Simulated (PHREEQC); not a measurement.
**Acid mine or pickling water (model solution)**

Synthetic water in mmol/kgw, 25 °C, pH 1.95, pe 9.1: Na 0.553; K 0.657; Ca 3.72; Mg 1.53; Cl 2.36; S(6) 15.9; Zn 0.0281; Cd 0.0573; N(5) 0.00493; Si 0.0203.

Valence states are taken as typed.

All values are PHREEQC results (ion-association model, phreeqc.dat), not measurements.

Precipitation was switched off in this run.

Problem. What ionic strength, specific conductance, charge-balance error does the model give?

Solution. ionic strength 0.0355 mol/kgw; specific conductance 5890 µS/cm; charge-balance error -7.8 %.

Problem. In which forms is K present?

Solution. K+ 97 %, KSO4- 2.9 % of the K.
